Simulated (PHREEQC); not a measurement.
Dissolve 0.0013 mol NH3, 0.0062 mol Na2SiO3, 0.00049 mol K3PO4 and 0.0013 mol NaCl per kg of water at 25 °C. Closed to the air; pH follows from the charge balance.

Model: ion-association model, phreeqc.dat, run in PHREEQC.

No solid was allowed to form.

**Question.** Order these P species by the share of P that they hold, largest first: PO4-3, NaHPO4-, HPO4-2, KHPO4-.

**Answer.** HPO4-2 (67 %), PO4-3 (32 %), NaHPO4- (1.1 %), KHPO4- (0.12 %)

**Question.** Order these Si species by the share of Si that they hold, largest first: H3SiO4-, H4SiO4, H2SiO4-2.

**Answer.** H3SiO4- (94 %), H2SiO4-2 (5.0 %), H4SiO4 (1.0 %)

The pH is 11.74 and the ionic strength 0.0163 mol/kgw.
